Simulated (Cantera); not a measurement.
Input: 1 mol SiH₂Cl₂, 2.7 mol HCl, 13 mol H₂, held at 1500 K and 21.8 Torr.

Method: chemical equilibrium by Gibbs-energy minimisation in Cantera with the NASA 1993 tables (ideal gas, pure condensed phases). Candidate condensed phases: Si; 19 gas species. The tables' values for SiCl₃ are old estimates; treat these amounts as uncertain. Rates play no part.

Base state: H₂ 0.796, HCl 0.147, SiCl₂ 0.0517, SiCl₃ 0.00362, SiCl₄ 0.000806, SiHCl₃ 0.000451, H 9.22e-5, SiH₂Cl₂ 4.01e-5 (mole fractions); condensed: gas only.

**Question.** What changes in the equilibrium state with this change: temperature from 1500 K to 973.15 K?

**Answer.** 
| species | before | after |
|---|---|---|
| H₂ | 0.796 | 0.892 |
| SiCl₄ | 0.000806 | 0.0537 |
| HCl | 0.147 | 0.0482 |
| SiCl₂ | 0.0517 | 9.59e-5 |
| H | 9.22e-5 | 6.02e-9 |
| Cl | 1.38e-5 | <1e-9 |
| SiHCl₃ | 0.000451 | 0.00559 |
